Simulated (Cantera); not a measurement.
A closed system holds: 1 mol MgO, 0.16 mol SO2, 0.045 mol H2O, held at 752 °C and 4.10 bar.

Method: chemical equilibrium by Gibbs-energy minimisation in Cantera with the NASA 1993 tables (ideal gas, pure condensed phases). Candidate condensed phases: H2O, H2SO4, Mg, MgO, Mg(OH)2, MgS, MgSO4, S; 26 gas species. Rates play no part.

Base state: SO2 0.780, H2O 0.220, H2 1.50e-5 (mole fractions); condensed: MgO(s).

Task: What changes in the equilibrium state with this change: 0.67 mol NH3 added?

Result: 
```csv
species,before,after
H2,1.50e-5,0.379
H2O,0.220,0.264
N2,0,0.242
SO2,0.780,4.62e-9
H2S,1.75e-6,0.116
NH3,0,0.000233
"MgO(s), mol",1.000,1.00
```
